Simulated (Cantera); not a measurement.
Input: 1 mol trisilylamine, 20 mol N2, 0.18 mol H2, at 1948 K and 4.35 Torr.

These are equilibrium values from Cantera (NASA tables, ideal gas, pure condensed phases), not measurements of a reactor. Candidate condensed phases: Si, Si3N4; 18 gas species. The feed counts by its element totals alone. The tables' values for SiN are old estimates; treat these amounts as uncertain. Gases not in the tables: Si2H6 and higher silanes. Equilibrium is a limit: real reactors are often held back by kinetics, nucleation or transport.

### Question
What is the equilibrium state?

### Answer
x(N2): 0.808
x(H2): 0.181
x(H): 0.00632
x(Si): 0.00400
x(Si2N): 0.000112
x(SiH): 9.98e-5
x(SiN): 8.11e-5
x(Si2): 3.65e-5
x(SiH2): 1.42e-5
n(Si(l)): 2.89 mol
gas amount: 25.37 mol
